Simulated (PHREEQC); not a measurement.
Dissolve 0.0043 mol ZnSO4, 0.16 mol H3BO3 and 0.0033 mol FeSO4 per kg of water at 47 °C. Closed to the air; pH follows from the charge balance.

Model: ion-association model, wateq4f.dat, run in PHREEQC.

| Property | Result |
|---|---|
| pH | 5.00 |
| ionic strength | 0.0209 mol/kgw |

| species | molality | activity | log γ |
|---|---|---|---|
| H3BO3 | 0.160 | 0.161 | 0.002 |
| SO4-2 | 0.00516 | 0.00291 | -0.248 |
| Zn+2 | 0.00291 | 0.00168 | -0.238 |
| Fe+2 | 0.00230 | 0.00133 | -0.238 |
| ZnSO4 | 0.00134 | 0.00135 | 0.002 |
| FeSO4 | 0.000997 | 0.00100 | 0.002 |
| Zn(SO4)2-2 | 4.89e-5 | 2.72e-5 | -0.255 |
| H2BO3- | 1.57e-5 | 1.34e-5 | -0.069 |

Precipitation was switched off in this run. Species that the database lacks are ignored. At this temperature some constants are extrapolated from 25 °C, and those without enthalpy data are left unchanged.
